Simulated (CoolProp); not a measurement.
Toluene along the isobar 2.47 MPa: density (kg/m³) from the reference equation and from simpler models built on Tc = 591.7 K, pc = 4.126 MPa, ω = 0.266; each cubic takes its own stable root.

Values from CoolProp's reference Helmholtz-energy equation of state, Lemmon 2006. It is a short technical equation, of lower accuracy than the large ones.

```csv
T (K),phase,reference
470.8,liquid,684.9
482.3,liquid,669.7
493.7,liquid,653.7
505.2,liquid,636.3
516.7,liquid,617.3
528.2,liquid,596.2
539.7,liquid,571.8
562.6,gas,74.28
574.1,gas,68.84
585.6,gas,64.69
597,gas,61.35
608.5,gas,58.52
620,gas,56.09
```

Task: How far does each simpler model (van der Waals, Redlich-Kwong, Soave-Redlich-Kwong, Peng-Robinson) lie from the reference over these 13 states: mean and median of the absolute difference, and the worst?

Result: 
- van der Waals: mean 32.2 %, median 40.4 %, worst -87.3 % at 539.7 K and 2.47 MPa
- Redlich-Kwong: mean 11.3 %, median 15.8 %, worst -21.8 % at 539.7 K and 2.47 MPa
- Soave-Redlich-Kwong: mean 8.9 %, median 11.7 %, worst -16.9 % at 539.7 K and 2.47 MPa
- Peng-Robinson: mean 1.6 %, median 0.7 %, worst -6.0 % at 539.7 K and 2.47 MPa

At some of these states van der Waals gives the other phase, because its saturation line lies elsewhere.
